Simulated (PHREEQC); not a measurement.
Make-up at 25 °C: 0.0015 mol HF, 0.00011 mol CsF and 0.099 mol (NH4)2SiF6 per kg of water. It is in equilibrium with CO2 at log p = -3.4 (atm). Otherwise closed; pH follows from the charge balance.

The numbers come from PHREEQC with the ion-association model, wateq4f.dat.

| quantity | before | after |
|---|---|---|
| pH | 2.99 | 2.91 |
| ionic strength (mol/kgw) | 0.298 | 0.298 |
| F- (mol/kgw) | 0.00253 | 0.00240 |
| HF (mol/kgw) | 0.00244 | 0.00281 |
| HF2- (mol/kgw) | 2.54e-5 | 2.77e-5 |
| H2F2 (mol/kgw) | 1.66e-5 | 2.20e-5 |

Problem. Which change was made?
(A) HF from 0.0015 to 0.00015 mol/kgw
(B) CsF left out
(C) HF left out
(D) HF from 0.0015 to 0.0075 mol/kgw
(E) HF from 0.0015 to 0.003 mol/kgw

Solution. E, HF from 0.0015 to 0.003 mol/kgw

This is a speciation only: nothing precipitates in the calculation. Some of these states are supersaturated (in Quartz (slow to form), Chalcedony (slow to form), for instance). SiF6-2 is the database's only silicon fluoride.
